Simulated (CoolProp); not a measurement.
Vapour-liquid equilibrium of propylene (1) + R142b (2) at 231.7 K; x and y are mole fractions of (1).

Model: multi-fluid Helmholtz-energy mixture model, Lemmon 2013 and Lemmon 2006; pair parameters Bell 2016, in CoolProp.

```csv
x,"bubble pressure, mixture model (bar)","bubble pressure, Raoult's law (bar)","y, mixture model","y, Raoult's law"
0.05,?,0.2756,0.278,0.241
0.125,0.3965,0.3588,0.509,0.463
0.2,?,0.4421,0.640,0.602
0.275,0.5969,0.5254,0.724,0.696
0.35,?,0.6086,0.782,0.765
0.425,0.7746,0.6919,?,0.817
0.5,0.8548,0.7751,0.858,0.858
0.575,0.9302,0.8584,0.885,0.891
0.65,?,0.9416,0.908,0.918
0.725,1.071,1.025,?,0.941
0.8,1.140,1.108,0.948,0.960
0.875,?,1.191,0.967,0.977
0.95,1.281,1.275,0.987,0.991
```

Q: Fill in the missing entries.

A: 
- 0.05, bubble pressure, mixture model (bar): 0.2909
- 0.2, bubble pressure, mixture model (bar): 0.4991
- 0.35, bubble pressure, mixture model (bar): 0.6888
- 0.425, y, mixture model: 0.825
- 0.65, bubble pressure, mixture model (bar): 1.002
- 0.725, y, mixture model: 0.929
- 0.875, bubble pressure, mixture model (bar): 1.209

The largest gap from Raoult's law is +13.6 % in bubble pressure, at x = 0.275. No azeotrope shows between x = 0.05 and 0.95.

The pair parameters rest on a limited set of measurements; away from them the model extrapolates.
